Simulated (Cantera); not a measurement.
## Adiabatic ignition

An adiabatic, constant-volume homogeneous reactor starts with 3.62 % CH₄, 20.1 % O₂, 75.6 % N₂, 0.687 % CO₂, at 1498 K and 1.40 bar.

Computed with Cantera and GRI-Mech 3.0 (53 species, 325 reactions).

| t (s) | T (K) | P (bar) | x CH₄ | x O₂ | x CH₂CO | x CH₃ | x O | x HCN | x H₂ |
|---|---|---|---|---|---|---|---|---|---|
| 3.00e-6 | 1498 | 1.40 | 0.0362 | 0.201 | <1e-12 | 2.16e-7 | 5.95e-9 | <1e-12 | 1.36e-8 |
| 9.72e-6 | 1498 | 1.40 | 0.0362 | 0.201 | <1e-12 | 7.99e-7 | 8.26e-9 | <1e-12 | 5.21e-8 |
| 3.15e-5 | 1498 | 1.40 | 0.0362 | 0.201 | <1e-12 | 3.10e-6 | 1.65e-8 | <1e-12 | 2.18e-7 |
| 0.000102 | 1498 | 1.40 | 0.0361 | 0.201 | 4.19e-12 | 1.62e-5 | 6.45e-8 | <1e-12 | 1.45e-6 |
| 0.000330 | 1500 | 1.40 | 0.0357 | 0.201 | 2.97e-8 | 0.000151 | 7.29e-7 | <1e-12 | 4.11e-5 |
| 0.00107 | 2400 | 2.25 | <1e-12 | 0.127 | <1e-12 | <1e-12 | 0.00209 | <1e-12 | 0.000467 |
| 0.00346 | 2397 | 2.25 | <1e-12 | 0.126 | <1e-12 | <1e-12 | 0.00204 | <1e-12 | 0.000458 |
| 0.0112 | 2390 | 2.24 | <1e-12 | 0.124 | <1e-12 | <1e-12 | 0.00194 | <1e-12 | 0.000444 |
| 0.0363 | 2376 | 2.23 | <1e-12 | 0.122 | <1e-12 | <1e-12 | 0.00179 | <1e-12 | 0.000421 |
| 0.118 | 2370 | 2.22 | <1e-12 | 0.120 | <1e-12 | <1e-12 | 0.00173 | <1e-12 | 0.000411 |
| 0.381 | 2370 | 2.22 | <1e-12 | 0.120 | <1e-12 | <1e-12 | 0.00173 | <1e-12 | 0.000410 |
| 1.23 | 2370 | 2.22 | <1e-12 | 0.120 | <1e-12 | <1e-12 | 0.00173 | <1e-12 | 0.000410 |
| 4.00 | 2370 | 2.22 | <1e-12 | 0.120 | <1e-12 | <1e-12 | 0.00173 | <1e-12 | 0.000410 |
x: mole fraction; the columns are a selection and need not sum to one.

The time of steepest temperature rise is 0.651 ms. The temperature at 4.00 s is 2370 K. The equilibrium temperature is 2370 K and the x(CH₄) at 4.00 s is <1e-12 (gas-phase equilibrium <1e-12). The x(O₂) at 4.00 s comes out as 0.120 (gas-phase equilibrium 0.120) and the x(CH₂CO) at 4.00 s comes out as <1e-12 (gas-phase equilibrium <1e-12).
